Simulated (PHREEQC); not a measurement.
Make-up at 25 °C: 0.18 mol/kgw MgSO4 and 4.5e-05 mol/kgw Na2SO4. Closed to the air; pH follows from the charge balance.

Equilibrium calculation in PHREEQC: ion-association model, phreeqc.dat.

This is a speciation only: nothing precipitates in the calculation.

Problem. What ionic strength, density, specific conductance does the model give?

Solution. ionic strength 0.311 mol/kgw; density 1.018 g/cm³; specific conductance 11800 µS/cm.

Problem. In which forms is Mg present?

Solution. MgSO4 57 %, Mg+2 43 % of the Mg.

Species that the database lacks are ignored.
